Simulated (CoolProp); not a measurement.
The numbers come from the reference Helmholtz-energy equation of state, Bücker 2006 in CoolProp.

Task: For n-butane, give the phase and the density (kg/m³), cp (kJ/(kg K)), isothermal compressibility (1/MPa), conductivity (mW/(m K)) at 132.15 °C and 12 MPa.

Result: 
- 132.15 °C and 12 MPa: liquid; density 468, cp 2.96, isothermal compressibility 0.00903, conductivity 82.0

Thermal conductivity comes from a separate model (Perkins 2002).
